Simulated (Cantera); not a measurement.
Cantera run, input and output.

```python
import numpy as np
import cantera as ct

gas = ct.Solution("gri30.yaml")
gas.TPX = 1273, 670000, {'CH4': 1, 'O2': 1.54, 'N2': 5.78}
reactor = ct.IdealGasConstPressureReactor(gas, energy="on", clone=False)
net = ct.ReactorNet([reactor])
net.rtol, net.atol = 1e-08, 1e-16
show = ['CH4', 'O2', 'CO2', 'C2H6', 'H2', 'HCN', 'CH2CO']
times = np.geomspace(8e-06, 0.4, 10)

steps = ct.SolutionArray(gas, extra=["t"])
rows = []
print(f"{'t/s':>10s}{'T/K':>9s}{'P/Pa':>11s}" + "".join(f"{s:>11s}" for s in show))
for t in times:
    while net.time < t:
        t_next = net.step()
        steps.append(gas.state, t=t_next)
    rows.append([np.interp(t, steps.t, y) for y in (steps.T, steps.P, *steps(*show).X.T)])
    print(f"{t:10.3e}{rows[-1][0]:9.1f}{rows[-1][1]:11.4g}" + "".join(f"{x:11.3e}" for x in rows[-1][2:]))
rate = np.gradient(steps.T, steps.t)
print("integrator steps:", len(steps.t))
if steps.T.max() > steps.T[0] + 200:
    print(f"time of steepest temperature rise: {steps.t[rate.argmax()]:.4e} s")
gas.TPX = 1273, 670000, {'CH4': 1, 'O2': 1.54, 'N2': 5.78}
gas.equilibrate("HP")
print(f"equilibrium (HP): T = {gas.T:.1f} K  " + "  ".join(f"{s} {gas[s].X[0]:.3e}" for s in show))
```

Result:

```
       t/s      T/K       P/Pa        CH4         O2        CO2       C2H6         H2        HCN      CH2CO
 8.000e-06   1273.0    6.7e+05  1.202e-01  1.851e-01  6.477e-14  5.960e-11  3.883e-09  7.586e-22  2.044e-19
 2.662e-05   1273.0    6.7e+05  1.202e-01  1.851e-01  3.551e-12  2.967e-09  2.852e-08  9.905e-21  1.560e-16
 8.857e-05   1273.0    6.7e+05  1.202e-01  1.851e-01  3.194e-10  2.591e-07  4.353e-07  1.965e-19  2.366e-13
 2.947e-04   1273.2    6.7e+05  1.201e-01  1.851e-01  1.461e-08  1.225e-05  6.563e-06  4.506e-18  1.795e-10
 9.807e-04   1275.1    6.7e+05  1.197e-01  1.848e-01  1.788e-07  1.050e-04  5.647e-05  4.629e-17  1.404e-08
 3.263e-03   1365.5    6.7e+05  1.039e-01  1.717e-01  1.557e-04  2.050e-03  4.097e-03  2.130e-13  4.487e-05
 1.086e-02   2745.8    6.7e+05  1.404e-12  9.248e-04  4.454e-02  2.250e-24  4.042e-02  3.458e-08  1.086e-14
 3.613e-02   2745.8    6.7e+05  1.404e-12  9.248e-04  4.454e-02  2.250e-24  4.042e-02  3.458e-08  1.086e-14
 1.202e-01   2745.8    6.7e+05  1.404e-12  9.248e-04  4.454e-02  2.250e-24  4.042e-02  3.458e-08  1.086e-14
 4.000e-01   2745.8    6.7e+05  1.404e-12  9.248e-04  4.454e-02  2.250e-24  4.042e-02  3.458e-08  1.086e-14
integrator steps: 2327
time of steepest temperature rise: 3.4476e-03 s
equilibrium (HP): T = 2745.8 K  CH4 1.637e-12  O2 9.248e-04  CO2 4.454e-02  C2H6 2.902e-24  H2 4.042e-02  HCN 3.458e-08  CH2CO 1.177e-14
```

Model: GRI-Mech 3.0 (53 species, 325 reactions), integrated in Cantera.
